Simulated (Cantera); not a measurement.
A Cantera script and what it prints.

```python
import numpy as np
import cantera as ct

gas_names = """
    Ca SO2 S2
""".split()
cond_names = """
    CaO(s) CaO(L)
""".split()


# ... load() reads the species with a 1 bar reference pressure and builds the phases ...
species = {s.name: s for s in load("nasa_gas.yaml", gas_names) + load("nasa_condensed.yaml", cond_names)}
# Each term lists the table entries of one substance; the one whose range holds T is used.
reactions = {
    '4 Ca(g) + 2 SO2(g) = 4 CaO + S2(g)':
        [(-4, ['Ca']), (-2, ['SO2']), (4, ['CaO(s)', 'CaO(L)']), (1, ['S2'])],
}


def pick(names, T):
    return next(species[n] for n in names if species[n].thermo.min_temp <= T <= species[n].thermo.max_temp)


results = []
for label, terms in reactions.items():
    print(label)
    print("     T/K   dH/kJ  dS/(J/K)   dG/kJ   log10 K")
    for T in [1800, 1900, 2000, 2100, 2200]:
        used = [(nu, pick(names, T)) for nu, names in terms]
        dH = sum(nu * s.thermo.h(T) for nu, s in used) / 1e6
        dS = sum(nu * s.thermo.s(T) for nu, s in used) / 1e3
        dG = dH - T * dS / 1e3
        logK = -dG * 1e6 / (ct.gas_constant * T * np.log(10))
        results.append((label, T, dH, dS, dG, logK, [s.name for _, s in used]))
        print(f"{T:8g} {dH:8.1f} {dS:8.1f} {dG:8.1f} {logK:8.2f}")
```

Output:

```
4 Ca(g) + 2 SO2(g) = 4 CaO + S2(g)
     T/K   dH/kJ  dS/(J/K)   dG/kJ   log10 K
    1800  -2438.3   -631.8  -1301.1    37.76
    1900  -2431.1   -627.9  -1238.1    34.04
    2000  -2423.8   -624.2  -1175.5    30.70
    2100  -2416.3   -620.5  -1113.2    27.69
    2200  -2408.7   -617.0  -1051.4    24.96
```

Source: NASA polynomial tables (part measured, part estimated), evaluated in Cantera. Condensed species are held in their standard states even where they would react or evaporate.
